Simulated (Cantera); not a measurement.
Charge: 1 mol SiC, 0.0024 mol H2O, 11 mol H2, held at 6.50 mbar.

Cantera equilibrium calculation (NASA polynomials, part measured and part estimated; ideal gas, pure solids and liquids). Candidate condensed phases: C, C6H6, C7H8, C8H18, H2O, Si, SiC, SiO2; 123 gas species. Gases not in the tables: Si2H6 and higher silanes. Kinetics and transport are ignored.

x: gas mole fraction; n: condensed amount in mol.

```csv
T (K),x H2,x H,x Si,x C2H2 (acetylene),x SiC2,x Si2C,x CO,n SiC(s),n C(graphite)
1375,1.000,4.25e-5,[?],1.95e-9,<1e-12,4.23e-12,0.000108,0.999,0
1475,1.000,0.000161,[?],1.17e-8,<1e-12,1.74e-10,0.000109,0.999,0
1575,0.999,0.000515,[?],5.67e-8,1.42e-11,4.38e-9,0.000110,0.999,0
1675,0.998,0.00144,[?],2.55e-7,3.95e-10,7.01e-8,0.000117,0.999,0
1775,0.996,0.00358,[?],1.55e-6,9.53e-9,6.42e-7,0.000148,0.998,0
1875,0.991,0.00810,[?],1.91e-5,2.55e-7,2.94e-6,0.000195,0.997,0
1975,0.982,0.0168,[?],0.000165,4.64e-6,1.20e-5,0.000209,0.994,0
2075,0.965,0.0325,[?],0.000683,4.91e-5,5.52e-5,0.000210,0.981,0
2175,0.934,0.0585,[?],0.00208,0.000385,0.000237,0.000208,0.938,0.000743
```

Task: Fill in the missing entries.

Result: 
- 1375, x Si: 8.16e-9
- 1475, x Si: 1.39e-7
- 1575, x Si: 1.64e-6
- 1675, x Si: 1.35e-5
- 1775, x Si: 6.92e-5
- 1875, x Si: 0.000189
- 1975, x Si: 0.000488
- 2075, x Si: 0.00149
- 2175, x Si: 0.00441
